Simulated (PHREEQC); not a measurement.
Consider water at 90 °C with 0.0026 mol NiSO4, 0.0003 mol MgSO4 and 0.00018 mol NaF per kg of water. Closed to the air; pH follows from the charge balance.

The numbers come from PHREEQC with the ion-association model, wateq4f.dat.

Each row changes one thing in this solution. This is a speciation only: nothing precipitates in the calculation.

```csv
case,pH,ionic strength (mol/kgw),SO4-2 (mol/kgw),Ni+2 (mol/kgw),NiSO4 (mol/kgw),F- (mol/kgw),SI of Morenosite (NiSO4:7H2O),SI of Mirabilite (Na2SO4:10H2O)
as made,5.75,0.00895,0.00220,0.00203,0.000563,0.000171,-3.76,-11.82
diluted 5-fold with water,(withheld),0.00211,0.000518,0.000471,4.74e-5,3.53e-5,-4.84,(withheld)
3.1e-05 mol/kgw CdCl2 added,5.74,0.00903,0.00219,0.00203,0.000560,0.000171,-3.77,-11.82
MgSO4 replaced by Cs2SO4 at the same molality,5.75,0.00913,0.00231,0.00201,0.000583,0.000174,-3.75,(withheld)
MgSO4 from 0.0003 to 3e-05 mol/kgw,5.74,0.00844,0.00207,0.00204,0.000546,0.000174,-3.78,(withheld)
```

**Question.** Some entries are withheld; supply them.

**Answer.** 
- diluted 5-fold with water, pH: 5.87
- diluted 5-fold with water, SI of Mirabilite (Na2SO4:10H2O): -13.70
- MgSO4 replaced by Cs2SO4 at the same molality, SI of Mirabilite (Na2SO4:10H2O): -11.80
- MgSO4 from 0.0003 to 3e-05 mol/kgw, SI of Mirabilite (Na2SO4:10H2O): -11.84

At this temperature some constants are extrapolated from 25 °C, and those without enthalpy data are left unchanged.
